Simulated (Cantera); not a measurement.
A closed system holds: 1 mol CH3SiH3, 0.0082 mol C2H2, 2.8 mol H2, held at 1.00 bar.

These are equilibrium values from Cantera (NASA tables, ideal gas, pure condensed phases), not measurements of a reactor. Candidate condensed phases: C, C6H6, C7H8, C8H18, Si, SiC; 87 gas species. The feed counts by its element totals alone. Gases not in the tables: Si2H6 and higher silanes. Kinetics and transport are ignored.

### Question
Which condensed phases are stable at each of these points (T (K)): 1375, 1475, 1575, 1675, 1775, 1875, 1975, 2075, 2175?

### Answer
| T (K) | condensed phases | Si condensed (%) |
|---|---|---|
| 1375 | SiC(s) | 100.0 |
| 1475 | SiC(s) | 100.0 |
| 1575 | C(graphite) + SiC(s) | 100.0 |
| 1675 | C(graphite) + SiC(s) | 100.0 |
| 1775 | C(graphite) + SiC(s) | 100.0 |
| 1875 | C(graphite) + SiC(s) | 100.0 |
| 1975 | C(graphite) + SiC(s) | 100.0 |
| 2075 | SiC(s) | 100.0 |
| 2175 | SiC(s) | 99.9 |

From 1375 K to 1475 K the condensed part is SiC(s). From 1575 K to 1975 K the condensed part is C(graphite) + SiC(s). From 2075 K to 2175 K the condensed part is SiC(s).
